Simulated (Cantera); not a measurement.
**Hydrogen reduction and annealing atmospheres: ZrO2 + H2**

Input: 1 mol ZrO2, a varied amount of H2, equilibrated at 150 Torr.

Cantera equilibrium calculation (NASA polynomials, part measured and part estimated; ideal gas, pure solids and liquids). Candidate condensed phases: H2O, Zr, ZrO2; 12 gas species. Mutual solubility and eutectic melting of coexisting phases are not modelled. Condensed phases not in the tables: N, O or C dissolved in the metal. Kinetics and transport are ignored.

Stable condensed phases:

```
T in K \ n(H2) in mol
          360  430  510  610  730  860 1000 1200 1500 1800
   2150     A    A    A    A    A    A    A    A    A    A
   2075     B    B    B    B    B    B    B    B    B    B
   2000     B    B    B    B    B    B    B    B    B    B
   1925     A    B    B    B    B    B    B    B    B    B
   1850     A    A    A    A    A    B    B    B    B    B
   1775     A    A    A    A    A    A    A    A    A    B
   1700     A    A    A    A    A    A    A    A    A    A
   1625     A    A    A    A    A    A    A    A    A    A
   1550     A    A    A    A    A    A    A    A    A    A
   1475     A    A    A    A    A    A    A    A    A    A
   1400     A    A    A    A    A    A    A    A    A    A
```

A: ZrO2; B: Zr + ZrO2.
